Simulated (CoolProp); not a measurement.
The fluid at 293.15 K and 8.66 MPa (liquid) is heated at constant pressure to 320.4 K. The same conditions are run with several fluids, on thermodynamics alone (safety and materials aside).

Values from CoolProp's reference Helmholtz-energy equation of state of each fluid (carbon dioxide: Span 1996; decamethyltetrasiloxane (MD2M): Thol 2017; n-butane: Bücker 2006; water: Wagner 2002; carbonyl sulfide: Lemmon 2006).

Problem. Rank carbon dioxide, decamethyltetrasiloxane (MD2M), n-butane, water, carbonyl sulfide by heat (kJ/kg), highest first.

Solution. carbon dioxide (167), water (113), n-butane (66.1), decamethyltetrasiloxane (MD2M) (47.4), carbonyl sulfide (36.1)

```csv
fluid,final phase,final density (kg/m³)
carbon dioxide,supercritical,278
decamethyltetrasiloxane (MD2M),liquid,839
n-butane,liquid,562
water,liquid,993
carbonyl sulfide,liquid,956
```
